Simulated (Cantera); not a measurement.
A Cantera script and what it prints.

```python
import numpy as np
import cantera as ct

gas_names = """
    C CO CO2 C2 C2O C3 C3O2 C4 C5 O O2 O3 Pb PbO Pb2
""".split()
cond_names = """
    C(gr) Pb(cr) Pb(L) PbO(rd) PbO(yw) PbO(L) PbO2(s) Pb3O4(s)
""".split()


# ... load() reads the species with a 1 bar reference pressure and builds the phases ...
atoms = {
    'PbO': {'Pb': 1, 'O': 1},
    'CO': {'C': 1, 'O': 1},
    'C': {'C': 1},
}
top_T = {'C(gr)': 4500, 'Pb3O4(s)': 820}  # K; cautious upper limits of use, not melting points


# ... equilibrate(T, P, feed) seeds the gas with the atoms and calls Mixture.equilibrate('TP', solver="vcs", rtol=1e-11, max_steps=5000) ...
results = []
feed = {'PbO': 1, 'CO': 7.7, 'C': 6.7}  # mol
T = 2498  # K
for P in [10, 100, 1000, 10000, 100000, 1000000]:
    mix = equilibrate(T, P, feed)
    results.append((T, P, feed, dict(zip(mix.species_names, mix.species_moles))))
    x = sorted(zip(gas.X, gas.species_names), reverse=True)
    print(f"T = {T:g} K  P = {P:g} Pa  gas = {mix.phase_moles(0):.4g} mol")
    print("   x: " + "  ".join(f"{s} {v:.3e}" for v, s in x if v > 1e-05))
    print("   condensed (mol): " + ("  ".join(f"{mix.phase(i).name} {mix.phase_moles(i):.4g}"
          for i in range(1, mix.n_phases) if mix.phase_moles(i) > 1e-12) or "none"))
```

Output:

```
T = 2498 K  P = 10 Pa  gas = 9.767 mol
   x: CO 8.907e-01  Pb 1.024e-01  C3 4.818e-03  C 1.619e-03  C2 4.438e-04  C5 1.422e-05
   condensed (mol): C(gr) 5.534
T = 2498 K  P = 100 Pa  gas = 9.707 mol
   x: CO 8.963e-01  Pb 1.030e-01  C3 4.818e-04  C 1.619e-04  C2 4.438e-05
   condensed (mol): C(gr) 5.683
T = 2498 K  P = 1000 Pa  gas = 9.701 mol
   x: CO 8.968e-01  Pb 1.031e-01  C3 4.818e-05  C 1.619e-05
   condensed (mol): C(gr) 5.698
T = 2498 K  P = 10000 Pa  gas = 9.7 mol
   x: CO 8.969e-01  Pb 1.031e-01
   condensed (mol): C(gr) 5.7
T = 2498 K  P = 100000 Pa  gas = 9.7 mol
   x: CO 8.969e-01  Pb 1.030e-01  Pb2 2.307e-05
   condensed (mol): C(gr) 5.7
T = 2498 K  P = 1e+06 Pa  gas = 9.697 mol
   x: CO 8.971e-01  Pb 1.027e-01  Pb2 2.290e-04  CO2 3.174e-05
   condensed (mol): C(gr) 5.7
```

Cantera equilibrium calculation (NASA polynomials, part measured and part estimated; ideal gas, pure solids and liquids).
